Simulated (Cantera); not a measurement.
What does this Cantera script print?

```python
import numpy as np
import cantera as ct

gas_names = """
    Electron AL AL+ AL- ALC ALN AL2 C C+ C- CN CN+ CN- C2 C2+ C2- CCN CNC C2N2 C3 C4 C4N2 C5 N N+ N- N2
    N2+ N2-
""".split()
cond_names = """
    AL(cr) AL(L) ALN(s) C(gr)
""".split()


# ... load() reads the species with a 1 bar reference pressure and builds the phases ...
atoms = {
    'AlN': {'AL': 1, 'N': 1},
    'C': {'C': 1},
    'N2': {'N': 2},
}
top_T = {'ALN(s)': 2750, 'C(gr)': 4500}  # K; cautious upper limits of use, not melting points


# ... equilibrate(T, P, feed) seeds the gas with the atoms and calls Mixture.equilibrate('TP', solver="vcs", rtol=1e-11, max_steps=5000) ...
results = []
feed = {'AlN': 1, 'C': 0.04, 'N2': 0.8}  # mol
P = 101325  # Pa
for T in [2000, 2250, 2500, 2750, 3000, 3250, 3500, 3750, 4000, 4250, 4500, 4750, 5000]:
    mix = equilibrate(T, P, feed)
    results.append((T, P, feed, dict(zip(mix.species_names, mix.species_moles))))

top = {s: max(r[3][s] / sum(r[3][g] for g in gas_names) for r in results) for s in gas_names}
cols = sorted((s for s in top if top[s] > 0.001), key=lambda s: -top[s])[:9]
seen = [c for c in cond_names if any(r[3].get(c, 0) > 1e-12 for r in results)]
print("log10 of partial pressures in bar; condensed amounts in mol")
print(f"{'T/K':>10s}" + "".join(f"{s[:9]:>10s}" for s in cols + seen))
for T, P, feed, n in results:
    ng = sum(n[g] for g in gas_names)
    print(f"{T:10.4g}" + "".join(f"{np.log10(max(n[s] / ng * P / 1e5, 1e-99)):10.3f}" for s in cols)
          + "".join(f"{n.get(c, 0):10.4g}" for c in seen))
```

It prints:

```
log10 of partial pressures in bar; condensed amounts in mol
       T/K        N2        AL         N        CN         C       AL+  Electron       AL2        C3    ALN(s)     C(gr)
      2000     0.006    -4.691    -9.042    -6.245   -10.517    -8.713    -9.741    -9.897   -10.557         1      0.04
      2250     0.005    -2.864    -7.648    -4.988    -8.439    -6.873    -7.954    -6.747    -8.187    0.9989   0.03997
      2500    -0.012    -1.402    -6.540    -3.993    -6.779    -5.405    -6.507    -4.227    -6.304    0.9667   0.03978
      2750    -0.241    -0.361    -5.740    -3.289    -5.423    -4.331    -5.340    -2.475    -4.773         0   0.03775
      3000    -0.243    -0.360    -4.978    -2.609    -4.295    -3.828    -4.835    -2.747    -3.506         0    0.0289
      3250    -0.248    -0.361    -4.334    -2.119    -3.425    -3.440    -4.365    -2.983    -2.689         0         0
      3500    -0.250    -0.361    -3.779    -1.995    -2.978    -3.227    -3.835    -3.184    -2.887         0         0
      3750    -0.251    -0.362    -3.298    -1.943    -2.646    -3.033    -3.382    -3.358    -3.226         0         0
      4000    -0.252    -0.363    -2.877    -1.948    -2.407    -2.836    -3.008    -3.511    -3.678         0         0
      4250    -0.254    -0.365    -2.505    -1.992    -2.236    -2.630    -2.707    -3.649    -4.196         0         0
      4500    -0.256    -0.369    -2.174    -2.059    -2.113    -2.425    -2.459    -3.773    -4.744         0         0
      4750    -0.261    -0.373    -1.879    -2.143    -2.025    -2.232    -2.247    -3.888    -5.301         0         0
      5000    -0.269    -0.381    -1.614    -2.237    -1.963    -2.053    -2.060    -3.997    -5.855         0         0
```

Cantera equilibrium calculation (NASA polynomials, part measured and part estimated; ideal gas, pure solids and liquids).
